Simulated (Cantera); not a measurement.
## Stirred combustor or abatement burner

A perfectly stirred reactor is fed with 15.1 % CO, 1.42 % H2, 17.5 % O2, 66.0 % N2, at 1.00 bar; it is adiabatic with a 750 K inlet, and is followed from long to short residence time, starting on the burning branch (τ in s: 0.044, 0.019, 0.008, 0.0034, 0.0015, 0.00062, 0.00026, 0.00011, 4.8e-05).

Model: GRI-Mech 3.0 (53 species, 325 reactions), integrated in Cantera.

| τ (s) | T (K) | x CO | x H2 | x O2 | x HO2 | x H2O2 |
|---|---|---|---|---|---|---|
| 0.044 | 2001 | 0.00595 | 0.000108 | 0.102 | 1.58e-6 | 2.66e-8 |
| 0.019 | 1967 | 0.00933 | 0.000170 | 0.103 | 2.44e-6 | 3.86e-8 |
| 0.0080 | 1917 | 0.0143 | 0.000263 | 0.104 | 3.92e-6 | 5.85e-8 |
| 0.0034 | 1849 | 0.0208 | 0.000384 | 0.106 | 6.20e-6 | 9.22e-8 |
| 0.0015 | 1762 | 0.0289 | 0.000522 | 0.108 | 9.35e-6 | 1.51e-7 |
| 0.00062 | 1635 | 0.0417 | 0.000678 | 0.113 | 1.43e-5 | 2.85e-7 |
| 0.00026 | 1417 | 0.0714 | 0.000937 | 0.127 | 2.57e-5 | 7.11e-7 |
| 0.00011 | 750 | 0.151 | 0.0142 | 0.175 | 1.05e-12 | <1e-12 |
| 4.8e-5 | 750 | 0.151 | 0.0142 | 0.175 | <1e-12 | <1e-12 |
x: mole fraction; the columns are a selection and need not sum to one.
